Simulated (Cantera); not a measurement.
A Cantera script and what it prints.

```python
import numpy as np
import cantera as ct

gas_names = """
    CL CLO CL2 Fe FeCL FeCL2 FeCL3 FeO Fe(OH)2 Fe2CL4 Fe2CL6 H HCL HOCL HO2 H2 H2O H2O2 O OH O2 O3
""".split()
cond_names = """
    Fe(a) Fe(c) Fe(d) Fe(L) FeCL2(s) FeCL2(L) FeCL3(s) FeCL3(L) FeO(s) FeO(L) Fe(OH)2(s) Fe(OH)3(s)
    Fe2O3(s) Fe3O4(s) H2O(s) H2O(L)
""".split()


def load(file, names, dense=False):
    # The tables refer to 1 bar. Condensed volumes are neglected.
    table = {s.name: s for s in ct.Species.list_from_file(file)}
    out = []
    for n in names:
        d = dict(table[n].input_data)
        d["thermo"] = dict(d["thermo"], **{"reference-pressure": 1e5})
        if dense:
            d["equation-of-state"] = {"model": "constant-volume", "density": "1e6 g/cm^3"}
        out.append(ct.Species.from_dict(d))
    return out


gas = ct.Solution(thermo="ideal-gas", species=load("nasa_gas.yaml", gas_names))
cond = {s.name: ct.Solution(thermo="fixed-stoichiometry", species=[s], name=s.name)
        for s in load("nasa_condensed.yaml", cond_names, dense=True)}
atoms = {
    'FeCl3': {'Fe': 1, 'CL': 3},
    'O2': {'O': 2},
    'H2': {'H': 2},
}
top_T = {'Fe2O3(s)': 1830, 'Fe3O4(s)': 1870}  # K; cautious upper limits of use, not melting points


def equilibrate(T, P, feed):
    n = {}
    for name, mol in feed.items():
        for a, k in atoms[name].items():
            n[a] = n.get(a, 0.0) + k * mol
    gas.TPX = T, P, n
    mass = sum(n.values()) * gas.mean_molecular_weight
    gas.equilibrate("TP")
    valid = [c for c in cond.values() if c.min_temp <= T <= top_T.get(c.name, c.max_temp)]
    mix = ct.Mixture([(gas, mass / gas.mean_molecular_weight)] + [(c, 0.0) for c in valid])
    mix.T, mix.P = T, P
    mix.equilibrate("TP", solver="vcs", rtol=1e-11, max_steps=5000)
    return mix


results = []
feed = {'FeCl3': 1, 'O2': 1.5, 'H2': 0.5}  # mol
T = 1275  # K
for P in [0.1, 1, 10, 100, 1000, 10000, 100000]:
    mix = equilibrate(T, P, feed)
    results.append((T, P, feed, dict(zip(mix.species_names, mix.species_moles))))

top = {s: max(r[3][s] / sum(r[3][g] for g in gas_names) for r in results) for s in gas_names}
cols = sorted((s for s in top if top[s] > 0.0001), key=lambda s: -top[s])[:7]
seen = [c for c in cond_names if any(r[3].get(c, 0) > 1e-12 for r in results)]
print("log10 of partial pressures in bar; condensed amounts in mol")
print(f"{'P/Pa':>10s}" + "".join(f"{s[:9]:>10s}" for s in cols + seen))
for T, P, feed, n in results:
    ng = sum(n[g] for g in gas_names)
    print(f"{P:10.4g}" + "".join(f"{np.log10(max(n[s] / ng * P / 1e5, 1e-99)):10.3f}" for s in cols)
          + "".join(f"{n.get(c, 0):10.4g}" for c in seen))
```

Output:

```
log10 of partial pressures in bar; condensed amounts in mol
      P/Pa        O2       HCL       CL2     FeCL2        CL     FeCL3       H2O  Fe2O3(s)  Fe3O4(s)
       0.1    -6.455    -6.584    -9.414    -6.730    -6.712   -10.231    -8.120         0    0.1084
         1    -5.431    -5.570    -7.680    -5.678    -5.845    -8.313    -7.314         0   0.08228
        10    -4.422    -4.554    -5.931    -4.663    -4.971    -6.423    -6.527    0.1124         0
       100    -3.427    -3.530    -4.267    -3.745    -4.138    -4.673    -5.645    0.1648         0
      1000    -2.454    -2.492    -2.844    -3.052    -3.427    -3.269    -4.506    0.2829         0
     1e+04    -1.487    -1.474    -1.645    -2.579    -2.828    -2.196    -3.184     0.371         0
     1e+05    -0.514    -0.483    -0.545    -2.208    -2.278    -1.275    -1.818    0.4169         0
```

Equilibrium computed with Cantera from the NASA thermochemical tables; the gas is ideal and each condensed phase is pure.
